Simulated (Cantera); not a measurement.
A closed system holds: 1 mol Si3N4, 0.19 mol N2O, 220 mol N2, held at 2000 K and 100000 Pa.

Equilibrium computed with Cantera from the NASA thermochemical tables; the gas is ideal and each condensed phase is pure. Candidate condensed phases: Si, SiO2, Si2N2O, Si3N4; 16 gas species. Rates play no part.

Base state: N2 0.999, SiO 0.000862, Si 1.31e-5 (mole fractions); condensed: Si3N4(s).

Question: What changes in the equilibrium state with this change: temperature from 2000 K to 1348.15 K?

Answer: 
```json
[
 {"species": "N2", "before": "0.999", "after": "1.00"},
 {"species": "SiO", "before": "0.000862", "after": "<1e-9"},
 {"species": "Si", "before": "1.31e-5", "after": "<1e-9"},
 {"species": "Si3N4(s), mol", "before": "0.935", "after": "0.873"},
 {"species": "Si2N2O(s), mol", "before": "0", "after": "0.190"}
]
```
Mutual solubility and eutectic melting of coexisting phases are not modelled.

Question: What changes in the equilibrium state with this change: temperature from 2000 K to 2200 K?

Answer: 
| species | before | after |
|---|---|---|
| N2 | 0.999 | 0.999 |
| SiO | 0.000862 | 0.000854 |
| Si | 1.31e-5 | 0.000369 |
| Si2N | 1.34e-6 | 6.87e-5 |
| SiN | 3.40e-6 | 6.22e-5 |
| Si3N4(s), mol | 0.935 | 0 |
| Si(l), mol | 0 | 2.68 |
The tables' values for SiN are old estimates; treat these amounts as uncertain.
